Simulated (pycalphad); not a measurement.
Freezing of Al-Si-Mn alloys with rising Mn

All values are pycalphad results on the COST 507 light-alloy database (1999) (1 atm), not direct measurements. These are 1990s assessments: newer ones move some temperatures and phases. Phase fractions are per mole of atoms.

Scheil-Gulliver runs (no diffusion in the solid, steps of 4 K) beside full equilibrium.

```csv
alloy,liquidus (K),"Scheil, half solid (K)","Scheil, 80 % solid (K)","Scheil, invariant end (K)",liquid left at that end,equilibrium solidus (K)
Al-13.51Si-0.91Mn (at.%),928,at the invariant end,at the invariant end,850,0.94,849
Al-13.51Si-1.21Mn (at.%),945,at the invariant end,at the invariant end,849,0.92,849
Al-13.51Si-1.81Mn (at.%),969,at the invariant end,at the invariant end,850,0.89,849
Al-13.51Si-4.84Mn (at.%),1056,at the invariant end,at the invariant end,850,0.74,849
```
